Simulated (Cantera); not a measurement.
A closed system holds: 1 mol MgO, 0.019 mol C, 0.23 mol H₂, held at 2598.15 K and 7.00 bar.

These are equilibrium values from Cantera (NASA tables, ideal gas, pure condensed phases), not measurements of a reactor. Candidate condensed phases: C, C₆H₆, C₇H₈, C₈H₁₈, H₂O, Mg, MgCO₃, MgO, Mg(OH)₂; 116 gas species. The tables' values for MgH are old estimates; treat these amounts as uncertain. Kinetics and transport are ignored.

Base state: H₂ 0.817, Mg 0.0806, CO 0.0693, H₂O 0.0149, H 0.0130, MgH 0.00398, MgOH 0.000991, CO₂ 0.000195 (mole fractions); condensed: MgO(s).

What changes in the equilibrium state with this change: 0.046 mol CH₄ added?


| species | before | after |
|---|---|---|
| H₂ | 0.817 | 0.688 |
| Mg | 0.0806 | 0.143 |
| CO | 0.0693 | 0.142 |
| H₂O | 0.0149 | 0.00706 |
| H | 0.0130 | 0.0119 |
| Mg(OH)₂ | 2.27e-5 | 1.08e-5 |
| OH | 5.47e-5 | 2.83e-5 |
| MgH | 0.00398 | 0.00648 |
| MgO(s), mol | 0.977 | 0.931 |

What changes in the equilibrium state with this change: 0.0081 mol H₂S added?


```tsv
species	before	after
H₂	0.817	0.798
Mg	0.0806	0.0742
CO	0.0693	0.0667
H₂S	0	0.0131
SH	0	0.00649
H₂O	0.0149	0.0158
H	0.0130	0.0129
MgS	0	0.00523
S₂	0	0.00135
S	0	0.000904
SO	0	7.23e-5
MgO(s), mol	0.977	0.976
```
Further candidate phases: H₂SO₄, MgS, MgSO₄, S.

What changes in the equilibrium state with this change: C from 0.019 to 0.23 mol?


```
species       before    after
-----------  -------  -------
CO            0.0693    0.333
Mg            0.0806    0.325
H₂             0.817    0.322
H₂O           0.0149  0.00146
MgH          0.00398   0.0101
H             0.0130  0.00817
Mg₂          3.00e-6  4.86e-5
Mg(OH)₂      2.27e-5  2.22e-6
OH           5.47e-5  8.53e-6
MgO(s), mol    0.977    0.768
```
